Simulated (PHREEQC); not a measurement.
Consider water at 25 °C with 0.0016 mol HF, 8.7e-05 mol KF, 0.00049 mol H4SiO4 and 0.0019 mol H2SO4 per kg of water. Closed to the air; pH follows from the charge balance.

All values are PHREEQC results (ion-association model, phreeqc.dat), not measurements.

| quantity | before | after |
|---|---|---|
| pH | 2.47 | 2.49 |
| ionic strength (mol/kgw) | 0.00526 | 0.00641 |
| SO4-2 (mol/kgw) | 0.00150 | 0.00152 |
| HF (mol/kgw) | 0.00125 | 0.00219 |
| H4SiO4 (mol/kgw) | 0.000462 | 0.000166 |
| HSO4- (mol/kgw) | 0.000395 | 0.000374 |
| SI of Chalcedony (SiO2) | +0.22 | -0.23 |

Q: Which change was made?
A. H4SiO4 from 0.00049 to 0.000735 mol/kgw
B. HF left out
C. HF from 0.0016 to 0.016 mol/kgw
D. H4SiO4 from 0.00049 to 0.00098 mol/kgw
E. H4SiO4 replaced by Na2SiF6 at the same molality

A: E, H4SiO4 replaced by Na2SiF6 at the same molality

No solid was allowed to form. Some of these states are supersaturated (in Quartz (slow to form), Chalcedony (slow to form), for instance). SiF6-2 is the database's only silicon fluoride.
